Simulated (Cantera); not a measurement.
Input (Python, Cantera) and output of one run.

```python
import numpy as np
import cantera as ct

gas_names = """
    C CH CH2 CH3 CH2OH CH3O CH4 CH3OH CO CO2 COOH C2 C2H CHCO,ketyl C2H2,acetylene C2H2,vinylidene
    CH2CO,ketene C2H3,vinyl CH3CO,acetyl C2H4 C2H4O,ethylen CH3CHO,ethanal CH3COOH (HCOOH)2 C2H5 C2H6
    CH3OCH3 C2H5OH C2O C3 C3H3,propargyl C3H4,allene C3H4,propyne C3H4,cyclo- C3H5,allyl C3H6,propylene
    C3H6,cyclo- C3H6O C3H7,n-propyl C3H7,i-propyl C3H8 C3H8O,1propanol C3H8O,2propanol C3O2 C4 C4H2
    C4H4,1,3-cyclo- C4H6,butadiene C4H6,2-butyne C4H6,cyclo- C4H8,1-butene C4H8,cis2-buten
    C4H8,tr2-butene C4H8,isobutene C4H8,cyclo- (CH3COOH)2 C4H9,n-butyl C4H9,i-butyl C4H9,s-butyl
    C4H9,t-butyl C4H10,isobutane C4H10,n-butane C5 C5H6,1,3cyclo- C5H8,cyclo- C5H10,1-pentene
    C5H10,cyclo- C5H11,pentyl C5H11,t-pentyl C5H12,n-pentane C5H12,i-pentane CH3C(CH3)2CH3 C6H2
    C6H5,phenyl C6H5O,phenoxy C6H6 C6H5OH,phenol C6H10,cyclo- C6H12,1-hexene C6H12,cyclo- C6H13,n-hexyl
    C7H7,benzyl C7H8 C7H8O,cresol C7H14,1-heptene C7H15,n-heptyl C7H16,n-heptane C8H8,styrene
    C8H10,ethylbenz C8H16,1-octene C8H17,n-octyl C8H18,isooctane C8H18,n-octane C9H19,n-nonyl
    C10H8,naphthale C10H21,n-decyl C12H9,o-bipheny C12H10,bipheny H HCO HO2 H2 HCHO,formaldehy HCOOH H2O
    H2O2 O OH O2 O3 Pb PbO Pb2
""".split()
cond_names = """
    C(gr) C6H6(L) C7H8(L) C8H18(L),n-octa H2O(s) H2O(L) Pb(cr) Pb(L) PbO(rd) PbO(yw) PbO(L) PbO2(s)
    Pb3O4(s)
""".split()


def load(file, names, dense=False):
    # The tables refer to 1 bar. Condensed volumes are neglected.
    table = {s.name: s for s in ct.Species.list_from_file(file)}
    out = []
    for n in names:
        d = dict(table[n].input_data)
        d["thermo"] = dict(d["thermo"], **{"reference-pressure": 1e5})
        if dense:
            d["equation-of-state"] = {"model": "constant-volume", "density": "1e6 g/cm^3"}
        out.append(ct.Species.from_dict(d))
    return out


gas = ct.Solution(thermo="ideal-gas", species=load("nasa_gas.yaml", gas_names))
cond = {s.name: ct.Solution(thermo="fixed-stoichiometry", species=[s], name=s.name)
        for s in load("nasa_condensed.yaml", cond_names, dense=True)}
atoms = {
    'Pb': {'Pb': 1},
    'H2O': {'H': 2, 'O': 1},
    'CO': {'C': 1, 'O': 1},
}
top_T = {'C(gr)': 4500, 'Pb3O4(s)': 820}  # K; cautious upper limits of use, not melting points


def equilibrate(T, P, feed):
    n = {}
    for name, mol in feed.items():
        for a, k in atoms[name].items():
            n[a] = n.get(a, 0.0) + k * mol
    gas.TPX = T, P, n
    mass = sum(n.values()) * gas.mean_molecular_weight
    gas.equilibrate("TP")
    valid = [c for c in cond.values() if c.min_temp <= T <= top_T.get(c.name, c.max_temp)]
    mix = ct.Mixture([(gas, mass / gas.mean_molecular_weight)] + [(c, 0.0) for c in valid])
    mix.T, mix.P = T, P
    mix.equilibrate("TP", solver="vcs", rtol=1e-11, max_steps=5000)
    return mix


results = []
feed = {'Pb': 1, 'H2O': 0.49, 'CO': 7.6}  # mol
T = 1475  # K
P = 24000  # Pa
mix = equilibrate(T, P, feed)
results.append((T, P, feed, dict(zip(mix.species_names, mix.species_moles))))
x = sorted(zip(gas.X, gas.species_names), reverse=True)
print(f"T = {T:g} K  P = {P:g} Pa  gas = {mix.phase_moles(0):.4g} mol")
print("   x: " + "  ".join(f"{s} {v:.3e}" for v, s in x if v > 0.001))
print("   condensed (mol): " + ("  ".join(f"{mix.phase(i).name} {mix.phase_moles(i):.4g}"
      for i in range(1, mix.n_phases) if mix.phase_moles(i) > 1e-12) or "none"))
```

Output:

```
T = 1475 K  P = 24000 Pa  gas = 8.794 mol
   x: CO 8.157e-01  Pb 8.004e-02  H2 4.854e-02  CO2 4.854e-02  H2O 7.173e-03
   condensed (mol): Pb(L) 0.2955
```

These are equilibrium values from Cantera (NASA tables, ideal gas, pure condensed phases), not measurements of a reactor.
